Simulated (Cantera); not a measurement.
Feed: 1 mol Hg, 0.79 mol O₂, 0.18 mol H₂, at 0.0133 bar.

Method: chemical equilibrium by Gibbs-energy minimisation in Cantera with the NASA 1993 tables (ideal gas, pure condensed phases). Candidate condensed phases: H₂O, Hg, HgO; 10 gas species. Kinetics and transport are ignored.

Which condensed phases are stable at each of these points (T (K)): 525, 600, 675, 750, 825, 900, 975, 1050, 1125?


```
T (K)  condensed phases  Hg condensed (%)
-----  ----------------  ----------------
525              HgO(s)              98.5
600            gas only               0.0
675            gas only               0.0
750            gas only               0.0
825            gas only               0.0
900            gas only               0.0
975            gas only               0.0
1050           gas only               0.0
1125           gas only               0.0
```

At 525 K the condensed part is HgO(s). From 600 K to 1125 K nothing is condensed.
